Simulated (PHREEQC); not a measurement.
A column of 0.5 m (40 cells, dispersivity 0.018 m, 60 s a shift, diffusion coefficient 3e-10 m²/s) holds 0.032 eq of the database's cation exchanger X per kg of pore water, first in equilibrium with 0.57 mmol/kgw LiCl, 2.4 mmol/kgw MgSO4, 44 mmol/kgw CdCl2 and 0.01 mmol/kgw HCl. It is flushed with 0.011 mol/kgw MnCl2 and 1e-05 mol/kgw HCl, at 25 °C. Values are for the last cell. No CO2 enters from the air. No solid was allowed to form.

All values are PHREEQC results (ion-association model, phreeqc.dat), not measurements.

```
pore volumes  Mn in solution (mol/kgw)  S in solution (mol/kgw)  Li in solution (mol/kgw)
------------  ------------------------  -----------------------  ------------------------
0                                    0                  0.00240                  0.000570
0.3125                        1.63e-12                  0.00240                  0.000570
0.6125                         3.58e-6                  0.00230                  0.000556
0.9125                        0.000131                  0.00140                  0.000390
1.062                         0.000280                 0.000862                  0.000270
1.363                         0.000712                 0.000233                   9.95e-5
1.663                          0.00153                  4.75e-5                   2.92e-5
1.962                          0.00293                  8.18e-6                   7.31e-6
2.263                          0.00472                  1.27e-6                   1.65e-6
2.413                          0.00564                  4.89e-7                   7.59e-7
2.712                          0.00733                  6.95e-8                   1.55e-7
3.013                          0.00865                  9.53e-9                   3.03e-8
3.312                          0.00958                  1.28e-9                   5.76e-9
3.612                           0.0102                 1.68e-10                   1.07e-9
3.913                           0.0105                 2.17e-11                  1.96e-10
4.213                           0.0107                 2.79e-12                  3.55e-11
4.362                           0.0108                 9.98e-13                  1.51e-11
4.662                           0.0109                 1.27e-13                  2.70e-12
4.963                           0.0109                 1.61e-14                  4.80e-13
```
